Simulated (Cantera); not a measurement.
An adiabatic, constant-volume homogeneous reactor starts with 14.0 % CH4, 10.9 % O2, 75.1 % N2, equivalence ratio 2.6, at 1798 K and 9.87 atm.

Computed with Cantera and GRI-Mech 3.0 (53 species, 325 reactions).

x: mole fraction; the columns are a selection and need not sum to one.

| t (s) | T (K) | P (bar) | x CH4 | x O2 | x HCN | x CO | x C2H6 | x OH | x C2H |
|---|---|---|---|---|---|---|---|---|---|
| 8.00e-6 | 1799 | 10.0 | 0.137 | 0.108 | 1.35e-11 | 0.000119 | 0.000339 | 3.95e-6 | 6.73e-12 |
| 1.78e-5 | 1825 | 10.2 | 0.128 | 0.104 | 2.16e-10 | 0.00195 | 0.00158 | 1.36e-5 | 8.87e-10 |
| 3.98e-5 | 2564 | 16.1 | 0.00255 | 2.31e-6 | 0.000164 | 0.0820 | 1.27e-6 | 0.000448 | (withheld) |
| 8.87e-5 | 2555 | 16.5 | 0.000916 | 5.17e-7 | 0.000312 | 0.106 | 1.32e-7 | 0.000279 | (withheld) |
| 0.000198 | 2549 | 16.6 | 7.09e-5 | 3.97e-7 | 0.000196 | 0.113 | 7.60e-10 | 0.000240 | (withheld) |
| 0.000441 | 2549 | 16.6 | 4.10e-8 | 4.02e-7 | 3.71e-5 | 0.113 | <1e-12 | 0.000241 | 3.28e-11 |
| 0.000983 | 2550 | 16.6 | 8.29e-9 | 4.07e-7 | 9.84e-6 | 0.113 | <1e-12 | 0.000243 | <1e-12 |
| 0.00219 | 2551 | 16.6 | 7.54e-9 | 4.08e-7 | 4.86e-6 | 0.113 | <1e-12 | 0.000243 | <1e-12 |
| 0.00488 | 2551 | 16.6 | 7.44e-9 | 4.09e-7 | 3.89e-6 | 0.113 | <1e-12 | 0.000243 | <1e-12 |
| 0.0109 | 2551 | 16.6 | 7.44e-9 | 4.09e-7 | 3.84e-6 | 0.113 | <1e-12 | 0.000243 | <1e-12 |
| 0.0243 | 2551 | 16.6 | 7.44e-9 | 4.09e-7 | 3.84e-6 | 0.113 | <1e-12 | 0.000243 | <1e-12 |
| 0.0541 | 2551 | 16.6 | 7.44e-9 | 4.09e-7 | 3.84e-6 | 0.113 | <1e-12 | 0.000243 | <1e-12 |
| 0.121 | 2551 | 16.6 | 7.44e-9 | 4.09e-7 | 3.84e-6 | 0.113 | <1e-12 | 0.000243 | <1e-12 |
| 0.269 | 2551 | 16.6 | 7.44e-9 | 4.09e-7 | 3.84e-6 | 0.113 | <1e-12 | 0.000243 | <1e-12 |
| 0.600 | 2551 | 16.6 | 7.44e-9 | 4.09e-7 | 3.84e-6 | 0.113 | <1e-12 | 0.000243 | <1e-12 |

Some entries are withheld; supply them.


- 3.98e-5, x C2H: 2.58e-5
- 8.87e-5, x C2H: 4.21e-6
- 0.000198, x C2H: 1.30e-7
